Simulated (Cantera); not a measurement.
**Hydrocarbon pyrolysis for carbon deposition**

An isothermal, constant-pressure homogeneous reactor starts with 1.43 % C2H6, 98.6 % H2, at 1800 K and 10.00 Torr.

Model: GRI-Mech 3.0 (53 species, 325 reactions), integrated in Cantera. GRI-Mech 3.0 stops at C3 and has no aromatics, soot or wall deposition, so with more carbon than oxygen in the feed, carbon stays in small species such as C2H2 where larger ones or solid carbon would form. Radical loss at walls, strong at low pressure, is not modelled.

| t (s) | x C2H6 | x H2 | x CH3 | x H | x C2H |
|---|---|---|---|---|---|
| 2.00e-5 | 0.0133 | 0.985 | 0.00135 | 0.000342 | <1e-12 |
| 6.32e-5 | 0.0107 | 0.981 | 0.00269 | 0.00195 | 4.43e-11 |
| 0.000200 | 0.00259 | 0.972 | 0.00385 | 0.00587 | 1.60e-8 |
| 0.000632 | 7.64e-6 | 0.969 | 0.00263 | 0.00705 | 1.50e-7 |
| 0.00200 | 4.02e-6 | 0.970 | 0.00222 | 0.00612 | 2.19e-7 |
| 0.00632 | 2.94e-6 | 0.972 | 0.00172 | 0.00504 | 2.20e-7 |
| 0.0200 | 1.69e-6 | 0.974 | 0.00112 | 0.00368 | 2.01e-7 |
| 0.0632 | 8.24e-7 | 0.977 | 0.000685 | 0.00273 | 1.85e-7 |
| 0.200 | 3.70e-7 | 0.979 | 0.000445 | 0.00253 | 2.14e-7 |
| 0.632 | 9.90e-8 | 0.981 | 0.000237 | 0.00273 | 2.84e-7 |
| 2.00 | 1.30e-8 | 0.982 | 8.89e-5 | 0.00296 | 3.45e-7 |
| 6.32 | 1.28e-9 | 0.983 | 2.82e-5 | 0.00307 | 3.73e-7 |
| 20.0 | 1.71e-10 | 0.983 | 9.72e-6 | 0.00309 | 3.79e-7 |
| 63.2 | 7.43e-11 | 0.983 | 5.76e-6 | 0.00310 | 3.81e-7 |
| 200 | 7.13e-11 | 0.983 | 5.59e-6 | 0.00310 | 3.81e-7 |
x: mole fraction; the columns are a selection and need not sum to one.

Equilibrium at this temperature and pressure: C2H6 7.13e-11, H2 0.983, CH3 5.59e-6, H 0.00310, C2H 3.81e-7 (gas phase only).
